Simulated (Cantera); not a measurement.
Input: 1 mol Si, 6.1 mol HCl, 7.7 mol N₂, held at 600 K and 1.50 Pa.

Equilibrium computed with Cantera from the NASA thermochemical tables; the gas is ideal and each condensed phase is pure. Candidate condensed phases: NH₄Cl, Si, Si₃N₄; 28 gas species. N₂ is the only nitrogen source here; it is nearly inert below about 1500 K, so the nitride shown seldom forms there in practice. The numbers say what is thermodynamically allowed, not how fast it happens.

Base state: N₂ 0.583, HCl 0.247, H₂ 0.113, SiCl₄ 0.0566 (mole fractions); condensed: Si₃N₄(s).

Task: What changes in the equilibrium state with this change: pressure from 1.50 Pa to 800 Pa?

Result: 
```tsv
species	before	after
N₂	0.583	0.598
HCl	0.247	0.180
H₂	0.113	0.148
SiCl₄	0.0566	0.0740
NH₃	1.81e-8	1.47e-5
Si₃N₄(s), mol	0.0902	0.0170
```

Task: What changes in the equilibrium state with this change: temperature from 600 K to 1075 K?

Result: 
| species | before | after |
|---|---|---|
| N₂ | 0.583 | 0.562 |
| HCl | 0.247 | 0.340 |
| H₂ | 0.113 | 0.0635 |
| SiCl₄ | 0.0566 | 0.0274 |
| SiCl₂ | <1e-9 | 0.00445 |
| SiCl₃ | 1.74e-9 | 0.00278 |
| Si₃N₄(s), mol | 0.0902 | 0.182 |
The tables' values for SiCl₃ are old estimates; treat these amounts as uncertain.
